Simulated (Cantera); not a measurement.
A perfectly stirred reactor is fed with C2H6 : N2 = 1 : 26 (molar parts), at 0.000138 atm; it is held at 1850 K, and followed from long to short residence time.

Computed with Cantera and GRI-Mech 3.0 (53 species, 325 reactions). GRI-Mech 3.0 stops at C3 and has no aromatics, soot or wall deposition, so with more carbon than oxygen in the feed, carbon stays in small species such as C2H2 where larger ones or solid carbon would form. Radical loss at walls, strong at low pressure, is not modelled.

### Question
What does this change do: N2 26 to 6.7 parts?

### Answer
```tsv
quantity	before	after
x(C2H6) at τ = 6.70 s	5.23e-5	0.000121
x(CH4) at τ = 6.70 s	0.00336	0.0126
x(C2H4) at τ = 6.70 s	0.000370	0.000823
x(H) at τ = 6.70 s	0.00149	0.00264
x(HCN) at τ = 6.70 s	0.000246	0.000144
x(C2H6) at τ = 47.0 ms	0.00573	0.0143
x(CH4) at τ = 47.0 ms	0.00520	0.0305
x(C2H4) at τ = 47.0 ms	0.00922	0.0273
x(H) at τ = 47.0 ms	0.00197	0.00330
x(HCN) at τ = 47.0 ms	1.60e-5	9.98e-6
```

### Question
What does this change do: pressure from 0.000138 atm to 0.000415 atm?

### Answer
```csv
quantity,before,after
x(C2H6) at τ = 6.70 s,5.23e-5,1.94e-5
x(CH4) at τ = 6.70 s,0.00336,0.00224
x(C2H4) at τ = 6.70 s,0.000370,0.000143
x(H) at τ = 6.70 s,0.00149,0.00134
x(HCN) at τ = 6.70 s,0.000246,0.000401
x(C2H6) at τ = 47.0 ms,0.00573,0.00225
x(CH4) at τ = 47.0 ms,0.00520,0.00724
x(C2H4) at τ = 47.0 ms,0.00922,0.00663
x(H) at τ = 47.0 ms,0.00197,0.00201
x(HCN) at τ = 47.0 ms,1.60e-5,3.24e-5
```
